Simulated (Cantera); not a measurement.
Aluminium nitride and oxide growth: AlCl3 + N2

A closed system holds: 1 mol AlCl3, 37 mol N2, equilibrated at 0.480 bar.

Equilibrium computed with Cantera from the NASA thermochemical tables; the gas is ideal and each condensed phase is pure. Candidate condensed phases: Al, AlCl3, AlN; 11 gas species. The tables' values for AlCl2 are old estimates; treat these amounts as uncertain. The numbers say what is thermodynamically allowed, not how fast it happens.

From 800 °C to 1700 °C nothing is condensed. The main Al-bearing gas is AlCl3 throughout.

```csv
T (°C),log p N2,log p AlCl3,log p Cl,log p AlCl2,log p AlCl
800,-0.33,-1.90,-7.66,-7.64,-11.50
875,-0.33,-1.90,-6.98,-6.97,-10.38
950,-0.33,-1.90,-6.38,-6.37,-9.40
1025,-0.33,-1.90,-5.86,-5.85,-8.53
1100,-0.33,-1.90,-5.39,-5.39,-7.76
1175,-0.33,-1.90,-4.97,-4.97,-7.07
1250,-0.33,-1.90,-4.59,-4.60,-6.45
1325,-0.33,-1.90,-4.25,-4.26,-5.88
1400,-0.33,-1.90,-3.93,-3.96,-5.38
1475,-0.33,-1.91,-3.64,-3.69,-4.92
1550,-0.33,-1.91,-3.37,-3.44,-4.51
1625,-0.33,-1.92,-3.13,-3.22,-4.13
1700,-0.33,-1.94,-2.90,-3.02,-3.79
```
log p: log10 of the partial pressure in bar; nothing condenses.
